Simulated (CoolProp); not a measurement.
A single-stage vapour-compression cycle with dimethyl ether: evaporating at 235.15 K (dew point), condensing at 293.15 K (bubble point), superheat 2 K, subcooling 5 K, compressor efficiency 0.9, no pressure losses. Each further row changes one setting.

Model: reference Helmholtz-energy equation of state, Wu 2011, in CoolProp.

```
case                              cooling COP  pressure ratio  discharge temperature (K)  refrigerating effect (kJ/kg)  volumetric capacity (kJ/m³)
--------------------------------  -----------  --------------  -------------------------  ----------------------------  ---------------------------
as stated                                3.04            9.28                      329.8                           361                          475
evaporating temperature 240.15 K         3.46            7.29                      325.3                           367                          603
condensing temperature 288.15 K          3.40            7.97                      322.9                           373                          490
subcooling 10 K                          3.14            9.28                      329.8                           373                          490
superheat 12 K                           3.02            9.28                      340.9                           375                          470
compressor efficiency 0.8                2.70            9.28                      338.7                           361                          475
```
